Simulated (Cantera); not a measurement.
An isothermal, constant-pressure homogeneous reactor starts with CH4 : H2 : H = 0.02 : 1 : 0.053 (molar parts), at 1900 K and 8.25 Torr. Integrator tolerance rtol = 1e-08.

Model: GRI-Mech 3.0 (53 species, 325 reactions), integrated in Cantera. GRI-Mech 3.0 stops at C3 and has no aromatics, soot or wall deposition, so with more carbon than oxygen in the feed, carbon stays in small species such as C2H2 where larger ones or solid carbon would form. Radical loss at walls, strong at low pressure, is not modelled.

### Question
What does this change do: temperature 1900 to 1275 K?

### Answer
```
quantity                                           before                                      after
----------------  ---------------------------------------  -----------------------------------------
x(CH4) at 100 s   2.96e-5 (gas-phase equilibrium 2.96e-5)      0.0152 (gas-phase equilibrium 0.0103)
x(H2) at 100 s        0.983 (gas-phase equilibrium 0.983)        0.983 (gas-phase equilibrium 0.985)
x(H) at 100 s     0.00756 (gas-phase equilibrium 0.00756)    6.18e-6 (gas-phase equilibrium 7.02e-6)
x(CH2) at 100 s   4.23e-8 (gas-phase equilibrium 4.23e-8)  6.85e-12 (gas-phase equilibrium 5.94e-12)
x(C2H2) at 100 s  0.00932 (gas-phase equilibrium 0.00932)    0.00182 (gas-phase equilibrium 0.00417)
x(C2H) at 100 s   9.35e-7 (gas-phase equilibrium 9.35e-7)  4.14e-12 (gas-phase equilibrium 1.08e-11)
x(C2H4) at 100 s  1.22e-6 (gas-phase equilibrium 1.22e-6)   7.99e-5 (gas-phase equilibrium 0.000180)
```
